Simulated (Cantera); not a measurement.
Charge: 1 mol AlN, 0.03 mol HCl, 0.11 mol N₂, equilibrated at 900 °C and 0.190 bar.

Cantera equilibrium calculation (NASA polynomials, part measured and part estimated; ideal gas, pure solids and liquids). Candidate condensed phases: Al, AlCl₃, AlN, NH₄Cl; 20 gas species. The tables' values for AlCl₂ are old estimates; treat these amounts as uncertain. Rates play no part.

Base state: N₂ 0.814, H₂ 0.0846, AlCl₃ 0.0563, HCl 0.0452, AlCl₂ 1.88e-5 (mole fractions); condensed: AlN(s).

Problem. What changes in the equilibrium state with this change: AlN replaced by Si?

Solution. 
```csv
species,before,after
H₂,0.0846,0.598
SiCl₄,0,0.249
HCl,0.0452,0.0619
N₂,0.814,6.37e-8
AlCl₃,0.0563,0
SiHCl₃,0,0.0561
SiCl₃,0,0.0192
SiCl₂,0,0.0146
SiH₂Cl₂,0,0.00162
AlCl₂,1.88e-5,0
SiH₃Cl,0,1.26e-5
"AlN(s), mol",0.992,0
"Si(s), mol",0,0.827
"Si₃N₄(s), mol",0,0.0550
```
N₂ is the only nitrogen source here; it is nearly inert below about 1500 K, so the nitride shown seldom forms there in practice. Mutual solubility and eutectic melting of coexisting phases are not modelled. The tables' values for SiCl₃ are old estimates; treat these amounts as uncertain. Further candidate phases: Si, Si₃N₄.
